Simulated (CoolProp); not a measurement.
A Linde-Hampson liquefier for CF4 (R14): isothermal reversible compression at 320 K from 1 atm to 30 MPa, throttling to 1 atm, return gas leaving the recuperator 5 K below the feed. Each further row changes one setting.

The numbers come from the reference Helmholtz-energy equation of state, Platzer 1990 in CoolProp. This equation is an older, rougher fit; its heat capacities, sound speeds and derivatives of the liquid may be far off and weren't checked against measurements.

```
case                        liquid yield per pass  compression work (kJ/kg of gas)
--------------------------  ---------------------  -------------------------------
as stated                                   0.238                              159
warm-end temperature 350 K                  0.185                              179
warm-end gap 10 K                           0.226                              159
```
